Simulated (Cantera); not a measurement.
## Thermodynamics of silicon oxide and oxynitride deposition, feed SiCl₄ + NO + N₂

Feed: 1 mol SiCl₄, 0.1 mol NO, 8.1 mol N₂, at 133 Pa.

Cantera equilibrium calculation (NASA polynomials, part measured and part estimated; ideal gas, pure solids and liquids). Candidate condensed phases: Si, SiO₂, Si₂N₂O, Si₃N₄; 23 gas species. The tables' values for SiCl₃ are old estimates; treat these amounts as uncertain. The tables hold silica as quartz up to 1696 K and as liquid above; real silica turns to tridymite and cristobalite and melts near 1996 K. Kinetics and transport are ignored.

```csv
T (K),x N₂,x SiCl₄,x Cl,x Cl₂,x SiCl₃,n SiO₂(β-quartz)
1198,0.882,0.103,0.00977,0.00594,5.07e-6,0.0500
1223,0.881,0.103,0.0116,0.00501,9.55e-6,0.0500
1248,0.880,0.103,0.0134,0.00410,1.79e-5,0.0500
1273,0.879,0.102,0.0151,0.00324,3.33e-5,0.0500
1298,0.878,0.102,0.0166,0.00249,6.18e-5,0.0500
1323,0.878,0.102,0.0179,0.00186,0.000114,0.0500
1348,0.877,0.102,0.0190,0.00137,0.000208,0.0500
1373,0.877,0.102,0.0199,0.001000,0.000375,0.0500
1398,0.876,0.101,0.0207,0.000732,0.000663,0.0500
1423,0.876,0.101,0.0216,0.000546,0.00114,0.0500
```
x: gas mole fraction; n: condensed amount in mol.

From 1198 K to 1423 K the condensed part is SiO₂(β-quartz). The main Si-bearing gas is SiCl₄ throughout.
